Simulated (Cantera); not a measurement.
**Catalytic combustion on Pt**

An isothermal plug-flow reactor at 873 K and 1.01 bar (inlet), inlet velocity 0.69 m/s, active area per volume 1200 1/m; feed CO : O2 : N2 = 0.0038 : 0.014 : 0.79 (molar parts), equivalence ratio 0.14.

Model: Deutschmann's 1995 Pt surface mechanism with GRI-Mech 3.0 gas chemistry, integrated in Cantera. Catalytic surfaces can have several steady states; this one follows from the mechanism file's or the stated starting coverage. Mass transfer to the wall is taken as infinitely fast.

```json
[
 {"z (m)": "3.6e-05", "x CO": "0.000564", "x O2": "0.0153", "x H2O": "<1e-12", "x CO2": "0.00415", "θ free Pt": "0.197", "θ O*": "0.803"},
 {"z (m)": "7e-05", "x CO": "0.000307", "x O2": "0.0152", "x H2O": "<1e-12", "x CO2": "0.00441", "θ free Pt": "0.166", "θ O*": "0.833"},
 {"z (m)": "0.00013", "x CO": "0.000129", "x O2": "0.0151", "x H2O": "<1e-12", "x CO2": "0.00459", "θ free Pt": "0.154", "θ O*": "0.846"},
 {"z (m)": "0.00026", "x CO": "2.43e-5", "x O2": "0.0150", "x H2O": "<1e-12", "x CO2": "0.00469", "θ free Pt": "0.148", "θ O*": "0.852"},
 {"z (m)": "0.0005", "x CO": "1.25e-6", "x O2": "0.0150", "x H2O": "<1e-12", "x CO2": "0.00471", "θ free Pt": "0.147", "θ O*": "0.853"},
 {"z (m)": "0.00097", "x CO": "3.82e-9", "x O2": "0.0150", "x H2O": "<1e-12", "x CO2": "0.00472", "θ free Pt": "0.147", "θ O*": "0.853"},
 {"z (m)": "0.0019", "x CO": "<1e-12", "x O2": "0.0150", "x H2O": "<1e-12", "x CO2": "0.00472", "θ free Pt": "0.147", "θ O*": "0.853"},
 {"z (m)": "0.0036", "x CO": "<1e-12", "x O2": "0.0150", "x H2O": "<1e-12", "x CO2": "0.00472", "θ free Pt": "0.147", "θ O*": "0.853"}
]
```
x: gas mole fraction; θ: surface coverage.
